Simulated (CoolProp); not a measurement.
The fluoroketone C6F12O (FK-5-1-12) along the isotherm 57.25 °C: fugacity coefficient from the reference equation and from simpler models built on Tc = 168.7 °C, pc = 1.869 MPa, ω = 0.471; each cubic takes its own stable root.

Model: reference Helmholtz-energy equation of state, McLinden 2015, in CoolProp.

```tsv
p (MPa)	phase	reference
0.292	liquid	0.4293
0.584	liquid	0.2195
0.876	liquid	0.1496
1.17	liquid	0.1146
1.46	liquid	0.09387
1.75	liquid	0.08007
2.04	liquid	0.07022
2.34	liquid	0.06263
2.63	liquid	0.05696
2.92	liquid	0.05244
3.21	liquid	0.04876
3.5	liquid	0.04571
3.8	liquid	0.04307
4.09	liquid	0.04090
4.38	liquid	0.03903
4.67	liquid	0.03742
```

How far does each simpler model (van der Waals, Redlich-Kwong, Soave-Redlich-Kwong, Peng-Robinson) lie from the reference over these 16 states: mean and median of the absolute difference, and the worst?


- van der Waals: mean 269.3 %, median 277.1 %, worst +317.4 % at 57.25 °C and 4.67 MPa
- Redlich-Kwong: mean 103.1 %, median 103.2 %, worst +108.4 % at 57.25 °C and 4.67 MPa
- Soave-Redlich-Kwong: mean 2.7 %, median 2.7 %, worst +4.2 % at 57.25 °C and 4.67 MPa
- Peng-Robinson: mean 0.4 %, median 0.3 %, worst -0.9 % at 57.25 °C and 4.67 MPa

At some of these states van der Waals gives the other phase, because its saturation line lies elsewhere.
